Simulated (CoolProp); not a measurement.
Values from CoolProp's reference Helmholtz-energy equation of state, Thol 2019.

Q: For tetradecamethylhexasiloxane (MD4M), give the phase and the cp (kJ/(kg K)), cv (kJ/(kg K)), speed of sound (m/s), Joule-Thomson coefficient (K/MPa) at 346.85 °C and 0.552 MPa; 346.85 °C and 0.967 MPa.

A: 
- 346.85 °C and 0.552 MPa: liquid; cp 2.51, cv 2.12, speed of sound 137, Joule-Thomson coefficient 2.36
- 346.85 °C and 0.967 MPa: liquid; cp 2.42, cv 2.11, speed of sound 169, Joule-Thomson coefficient 1.42
